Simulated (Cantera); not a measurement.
An adiabatic, constant-volume homogeneous reactor starts with CH₃OH : O₂ : N₂ = 1 : 2.59 : 9.72 (molar parts), equivalence ratio 0.58, at 1275 K and 1.00 atm. Integrator tolerance rtol = 1e-08.

Computed with Cantera and GRI-Mech 3.0 (53 species, 325 reactions). GRI-Mech 3.0 was tuned for natural gas; its chemistry of methanol as a main component is partial and can be far from experiment.

**Question.** What does this change do: initial temperature 1275 to 1173 K?

**Answer.** 
| quantity | before | after |
|---|---|---|
| time of steepest temperature rise | 3.29 ms | 16.4 ms |
| temperature at 0.500 s | 2584 K | 2536 K |
| equilibrium temperature | 2584 K | 2536 K |
| x(CH₃OH) at 0.500 s | <1e-12 (gas-phase equilibrium <1e-12) | <1e-12 (gas-phase equilibrium <1e-12) |
| x(O₂) at 0.500 s | 0.0717 (gas-phase equilibrium 0.0717) | 0.0719 (gas-phase equilibrium 0.0719) |
| x(CO) at 0.500 s | 0.00903 (gas-phase equilibrium 0.00903) | 0.00710 (gas-phase equilibrium 0.00710) |
| x(O) at 0.500 s | 0.00396 (gas-phase equilibrium 0.00396) | 0.00307 (gas-phase equilibrium 0.00307) |
| x(H) at 0.500 s | 0.00135 (gas-phase equilibrium 0.00135) | 0.000947 (gas-phase equilibrium 0.000947) |
| x(N₂O) at 0.500 s | 1.11e-6 (gas-phase equilibrium 1.11e-6) | 1.06e-6 (gas-phase equilibrium 1.06e-6) |
| x(C₂H) at 0.500 s | <1e-12 (gas-phase equilibrium <1e-12) | <1e-12 (gas-phase equilibrium <1e-12) |

**Question.** What does this change do: pressure from 1.00 atm to 9.87 atm?

**Answer.** 
```
quantity                                                            before                                      after
---------------------------------  ---------------------------------------  -----------------------------------------
time of steepest temperature rise                                  3.29 ms                                   0.504 ms
temperature at 0.500 s                                              2584 K                                     2670 K
equilibrium temperature                                             2584 K                                     2670 K
x(CH₃OH) at 0.500 s                  <1e-12 (gas-phase equilibrium <1e-12)      <1e-12 (gas-phase equilibrium <1e-12)
x(O₂) at 0.500 s                     0.0717 (gas-phase equilibrium 0.0717)      0.0699 (gas-phase equilibrium 0.0699)
x(CO) at 0.500 s                   0.00903 (gas-phase equilibrium 0.00903)    0.00467 (gas-phase equilibrium 0.00467)
x(O) at 0.500 s                    0.00396 (gas-phase equilibrium 0.00396)    0.00180 (gas-phase equilibrium 0.00180)
x(H) at 0.500 s                    0.00135 (gas-phase equilibrium 0.00135)  0.000413 (gas-phase equilibrium 0.000413)
x(N₂O) at 0.500 s                  1.11e-6 (gas-phase equilibrium 1.11e-6)    4.02e-6 (gas-phase equilibrium 4.02e-6)
x(C₂H) at 0.500 s                    <1e-12 (gas-phase equilibrium <1e-12)      <1e-12 (gas-phase equilibrium <1e-12)
```
